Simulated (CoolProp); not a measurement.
A closed Brayton cycle with carbon dioxide: compressor inlet 314.15 K and 7.8 MPa, high pressure 25.3 MPa, turbine inlet 630 K, compressor efficiency 0.8, turbine efficiency 0.9, recuperator effectiveness 0 (on enthalpy, no pinch check). Each further row changes one setting.

Computed with CoolProp (reference Helmholtz-energy equation of state, Span 1996).

```tsv
case	thermal efficiency (%)	net work (kJ/kg)	compressor to turbine work	compressor exit (K)	turbine exit (K)
as stated	___	50.2	0.54	406.8	509.6
turbine inlet 580 K	___	___	___	406.8	464.1
compressor inlet 324.15 K	14.3	40.0	0.63	428.3	509.6
high pressure 21.5 MPa	___	___	0.51	393.5	525.9
recuperator effectiveness 0.5	19.4	50.2	0.54	406.8	509.6
```

### Question
Fill in the missing entries.

### Answer

- as stated, thermal efficiency (%): 15.8
- turbine inlet 580 K, thermal efficiency (%): 15.0
- turbine inlet 580 K, net work (kJ/kg): 38.1
- turbine inlet 580 K, compressor to turbine work: 0.61
- high pressure 21.5 MPa, thermal efficiency (%): 14.2
- high pressure 21.5 MPa, net work (kJ/kg): 47.3
